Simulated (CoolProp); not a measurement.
1,2-dichloroethane along the isobar 191 bar: fugacity coefficient from the reference equation and from simpler models built on Tc = 561.6 K, pc = 52.26 bar, ω = 0.269; each cubic takes its own stable root.

Computed with CoolProp (reference Helmholtz-energy equation of state, Thol 2015).

| T (K) | phase | reference |
|---|---|---|
| 408.1 | liquid | 0.03225 |
| 417.3 | liquid | 0.03893 |
| 426.5 | liquid | 0.04650 |
| 435.7 | liquid | 0.05499 |
| 444.9 | liquid | 0.06444 |
| 454.1 | liquid | 0.07485 |
| 463.3 | liquid | 0.08624 |
| 472.4 | liquid | 0.09846 |
| 481.6 | liquid | 0.1118 |
| 490.8 | liquid | 0.1261 |
| 500 | liquid | 0.1413 |

Problem. How far does each simpler model (Soave-Redlich-Kwong, Peng-Robinson) lie from the reference over these 11 states: mean and median of the absolute difference, and the worst?

Solution. 
- Soave-Redlich-Kwong: mean 9.2 %, median 9.3 %, worst +10.0 % at 500 K and 191 bar
- Peng-Robinson: mean 0.8 %, median 0.8 %, worst +1.3 % at 500 K and 191 bar
